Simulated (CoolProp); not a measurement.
The fluid at 298.15 K and 11.6 MPa (liquid) is heated at constant pressure to 444.3 K. The same conditions are run with several fluids, on thermodynamics alone (safety and materials aside).

Values from CoolProp's reference Helmholtz-energy equation of state of each fluid (nitrous oxide: Lemmon 2006; the fluoroketone C6F12O (FK-5-1-12): McLinden 2015; propane: Lemmon 2009; n-hexane: Thol 2019).

```csv
fluid,heat (kJ/kg),final phase,final density (kg/m³)
nitrous oxide,…,supercritical,…
the fluoroketone C6F12O (FK-5-1-12),…,supercritical,1250
propane,…,supercritical,252
n-hexane,374,liquid,…
```

### Question
Complete the blanks.

### Answer

- nitrous oxide, heat (kJ/kg): 338
- nitrous oxide, final density (kg/m³): 163
- the fluoroketone C6F12O (FK-5-1-12), heat (kJ/kg): 166
- propane, heat (kJ/kg): 464
- n-hexane, final density (kg/m³): 535
